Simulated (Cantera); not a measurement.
Mixture: 3.01 % C3H8, 12.5 % O2, 63.7 % N2, 20.7 % CO2, equivalence ratio 1.2, at 270 Torr, adiabatic and at constant volume. Ignition delay is the time to a rise of 400 K.

Detailed kinetics in Cantera: GRI-Mech 3.0 (53 species, 325 reactions). GRI-Mech 3.0 was tuned for natural gas; its chemistry of propane as a main component is partial and can be far from experiment.

### Question
At T0 = 1400 K, what is the delay, and which 7 reactions control it most (d ln τ / d ln k, from doubling and halving each rate constant)?

### Answer
The delay is 0.595 ms.
```
reaction                       d ln τ / d ln k   faster rate
-----------------------------  ---------------  ------------
C2H5 + CH3 (+M) <=> C3H8 (+M)            -0.52   shortens it
H + O2 <=> O + OH                        -0.37   shortens it
C3H8 + H <=> C3H7 + H2                    0.30  lengthens it
CH3 + HO2 <=> CH3O + OH                  -0.20   shortens it
2 CH3 (+M) <=> C2H6 (+M)                  0.20  lengthens it
C2H5 + O2 <=> C2H4 + HO2                 -0.17   shortens it
C3H8 + OH <=> C3H7 + H2O                  0.17  lengthens it
```
